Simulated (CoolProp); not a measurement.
Carbon dioxide along the isobar 5.23 MPa: fugacity coefficient from the reference equation and from simpler models built on Tc = 304.1 K, pc = 7.377 MPa, ω = 0.224; each cubic takes its own stable root.

Model: reference Helmholtz-energy equation of state, Span 1996, in CoolProp.

```csv
T (K),phase,reference
252.1,liquid,0.3259
272.2,liquid,0.5222
292.3,gas,0.7268
312.3,gas,0.7842
332.4,gas,0.8259
352.4,gas,0.8576
372.5,gas,0.8827
392.6,gas,0.9028
412.6,gas,0.9191
```

Problem. How far does each simpler model (Redlich-Kwong, Soave-Redlich-Kwong) lie from the reference over these 9 states: mean and median of the absolute difference, and the worst?

Solution. 
- Redlich-Kwong: mean 4.0 %, median 1.1 %, worst +19.5 % at 252.1 K and 5.23 MPa
- Soave-Redlich-Kwong: mean 0.8 %, median 0.6 %, worst +2.0 % at 252.1 K and 5.23 MPa
